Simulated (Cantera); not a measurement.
**Cu2O + C + H2 (carbothermic reduction)**

A closed system holds: 1 mol Cu2O, 1.9 mol C, 3.4 mol H2, at 1 atm.

These are equilibrium values from Cantera (NASA tables, ideal gas, pure condensed phases), not measurements of a reactor. Candidate condensed phases: C, C6H6, C7H8, C8H18, Cu, CuO, Cu(OH)2, Cu2O, H2O; 113 gas species. Equilibrium is a limit: real reactors are often held back by kinetics, nucleation or transport.

From 775 °C to 1075 °C the condensed part is C(graphite) + Cu(s). From 1150 °C to 1675 °C the condensed part is C(graphite) + Cu(l).

```tsv
T (°C)	x H2	x CO	x CH4	x H2O	x CO2	n C(graphite)	n Cu(s)	n Cu(l)
775	0.734	0.198	0.0319	0.0275	0.00879	0.918	2.00	0
850	0.752	0.218	0.0168	0.0109	0.00289	0.887	2.00	0
925	0.761	0.224	0.00941	0.00459	0.000989	0.883	2.00	0
1000	0.766	0.226	0.00558	0.00209	0.000373	0.886	2.00	0
1075	0.768	0.227	0.00349	0.00103	0.000156	0.890	2.00	0
1150	0.770	0.227	0.00229	0.000547	7.13e-5	0.893	0	2.00
1225	0.771	0.227	0.00156	0.000309	3.54e-5	0.895	0	2.00
1300	0.771	0.227	0.00111	0.000185	1.88e-5	0.896	0	2.00
1375	0.772	0.227	0.000808	0.000116	1.06e-5	0.897	0	2.00
1450	0.772	0.227	0.000607	7.55e-5	6.34e-6	0.897	0	2.00
1525	0.771	0.227	0.000467	5.11e-5	3.95e-6	0.897	0	2.00
1600	0.771	0.227	0.000367	3.57e-5	2.56e-6	0.896	0	1.99
1675	0.769	0.227	0.000293	2.56e-5	1.72e-6	0.895	0	1.99
```
x: gas mole fraction; n: condensed amount in mol.
